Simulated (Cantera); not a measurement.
Input: 1 mol C6H6, 0.51 mol NH3, 0.94 mol H2, 0.046 mol O2, equilibrated at 0.100 bar.

Cantera equilibrium calculation (NASA polynomials, part measured and part estimated; ideal gas, pure solids and liquids). Candidate condensed phases: C, C6H6, C7H8, C8H18, H2O; 136 gas species. Kinetics and transport are ignored.

### Question
At 1823 K, list the 4 most abundant gas species with their mole fractions, and the condensed phases.

### Answer
H2 0.929, N2 0.0497, CO 0.0182, HCN 0.00147. Condensed: C(graphite).
